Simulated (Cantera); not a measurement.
An adiabatic, constant-volume homogeneous reactor starts with CO : H2 : O2 : N2 = 1 : 0.044 : 0.29 : 1.09 (molar parts), equivalence ratio 1.8, at 1750 K and 0.306 atm. Integrator tolerance rtol = 1e-08.

Computed with Cantera and GRI-Mech 3.0 (53 species, 325 reactions).

**Question.** What does this change do: 0.0095 parts H2O added?

**Answer.** 
| quantity | before | after |
|---|---|---|
| time of steepest temperature rise | 63.6 µs | 80.7 µs |
| temperature at 0.300 s | 2887 K | 2880 K |
| equilibrium temperature | 2887 K | 2880 K |
| x(CO) at 0.300 s | 0.288 (gas-phase equilibrium 0.288) | 0.285 (gas-phase equilibrium 0.285) |
| x(H2) at 0.300 s | 0.00232 (gas-phase equilibrium 0.00232) | 0.00294 (gas-phase equilibrium 0.00294) |
| x(O2) at 0.300 s | 0.0276 (gas-phase equilibrium 0.0276) | 0.0272 (gas-phase equilibrium 0.0272) |
| x(NO) at 0.300 s | 0.0117 (gas-phase equilibrium 0.0117) | 0.0115 (gas-phase equilibrium 0.0115) |
| x(O) at 0.300 s | 0.0183 (gas-phase equilibrium 0.0183) | 0.0177 (gas-phase equilibrium 0.0177) |
| x(NO2) at 0.300 s | 1.84e-6 (gas-phase equilibrium 1.84e-6) | 1.80e-6 (gas-phase equilibrium 1.80e-6) |
| x(H) at 0.300 s | 0.00771 (gas-phase equilibrium 0.00771) | 0.00851 (gas-phase equilibrium 0.00851) |
